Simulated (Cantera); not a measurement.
What does this Cantera script print?

```python
import numpy as np
import cantera as ct

gas_names = """
    H HNO HNO2 HNO3 HO2 H2 H2O H2O2 N NH NH2 NH3 NH2OH NO NO2 NO3 N2 N2H2 N2H4 N2O O OH O2 O3 Si SiH
    SiH2 SiH3 SiH4 SiN SiO SiO2 Si2 Si2N Si3
""".split()
cond_names = """
    H2O(s) H2O(L) Si(cr) Si(L) SiO2(Lqz) SiO2(hqz) SiO2(L) Si2N2O(s) Si3N4(a)
""".split()


def load(file, names, dense=False):
    # The tables refer to 1 bar. Condensed volumes are neglected.
    table = {s.name: s for s in ct.Species.list_from_file(file)}
    out = []
    for n in names:
        d = dict(table[n].input_data)
        d["thermo"] = dict(d["thermo"], **{"reference-pressure": 1e5})
        if dense:
            d["equation-of-state"] = {"model": "constant-volume", "density": "1e6 g/cm^3"}
        out.append(ct.Species.from_dict(d))
    return out


gas = ct.Solution(thermo="ideal-gas", species=load("nasa_gas.yaml", gas_names))
cond = {s.name: ct.Solution(thermo="fixed-stoichiometry", species=[s], name=s.name)
        for s in load("nasa_condensed.yaml", cond_names, dense=True)}
atoms = {
    'SiH4': {'Si': 1, 'H': 4},
    'NO': {'N': 1, 'O': 1},
    'N2': {'N': 2},
    'O3': {'O': 3},
}
top_T = {'Si2N2O(s)': 2100, 'Si3N4(a)': 2400}  # K; cautious upper limits of use, not melting points


def equilibrate(T, P, feed):
    n = {}
    for name, mol in feed.items():
        for a, k in atoms[name].items():
            n[a] = n.get(a, 0.0) + k * mol
    gas.TPX = T, P, n
    mass = sum(n.values()) * gas.mean_molecular_weight
    gas.equilibrate("TP")
    valid = [c for c in cond.values() if c.min_temp <= T <= top_T.get(c.name, c.max_temp)]
    mix = ct.Mixture([(gas, mass / gas.mean_molecular_weight)] + [(c, 0.0) for c in valid])
    mix.T, mix.P = T, P
    mix.equilibrate("TP", solver="vcs", rtol=1e-11, max_steps=5000)
    return mix


results = []
feed = {'SiH4': 1, 'NO': 1.5, 'N2': 24, 'O3': 0.42}  # mol
T = 1650  # K
for P in [5, 21, 85, 350, 1400, 5900, 24000, 100000]:
    mix = equilibrate(T, P, feed)
    results.append((T, P, feed, dict(zip(mix.species_names, mix.species_moles))))
    x = sorted(zip(gas.X, gas.species_names), reverse=True)
    print(f"T = {T:g} K  P = {P:g} Pa  gas = {mix.phase_moles(0):.4g} mol")
    print("   x: " + "  ".join(f"{s} {v:.3e}" for v, s in x if v > 0.001))
    print("   condensed (mol): " + ("  ".join(f"{mix.phase(i).name} {mix.phase_moles(i):.4g}"
          for i in range(1, mix.n_phases) if mix.phase_moles(i) > 1e-12) or "none"))
```

Result:

```
T = 1650 K  P = 5 Pa  gas = 26.85 mol
   x: N2 9.217e-01  H2 4.249e-02  H2O 3.063e-02  H 2.648e-03  SiO 2.426e-03
   condensed (mol): SiO2(hqz) 0.9348
T = 1650 K  P = 21 Pa  gas = 26.79 mol
   x: N2 9.240e-01  H2 4.501e-02  H2O 2.898e-02  H 1.330e-03
   condensed (mol): SiO2(hqz) 0.9827
T = 1650 K  P = 85 Pa  gas = 26.76 mol
   x: N2 9.248e-01  H2 4.584e-02  H2O 2.854e-02
   condensed (mol): SiO2(hqz) 0.9956
T = 1650 K  P = 350 Pa  gas = 26.76 mol
   x: N2 9.250e-01  H2 4.615e-02  H2O 2.844e-02
   condensed (mol): SiO2(hqz) 0.9989
T = 1650 K  P = 1400 Pa  gas = 26.75 mol
   x: N2 9.251e-01  H2 4.626e-02  H2O 2.841e-02
   condensed (mol): SiO2(hqz) 0.9997
T = 1650 K  P = 5900 Pa  gas = 26.75 mol
   x: N2 9.252e-01  H2 4.631e-02  H2O 2.841e-02
   condensed (mol): SiO2(hqz) 0.9999
T = 1650 K  P = 24000 Pa  gas = 26.75 mol
   x: N2 9.252e-01  H2 4.633e-02  H2O 2.841e-02
   condensed (mol): SiO2(hqz) 1
T = 1650 K  P = 100000 Pa  gas = 26.75 mol
   x: N2 9.252e-01  H2 4.634e-02  H2O 2.841e-02
   condensed (mol): SiO2(hqz) 1
```

Cantera equilibrium calculation (NASA polynomials, part measured and part estimated; ideal gas, pure solids and liquids). The tables hold silica as quartz up to 1696 K and as liquid above; real silica turns to tridymite and cristobalite and melts near 1996 K. Gases not in the tables: Si(OH)4.
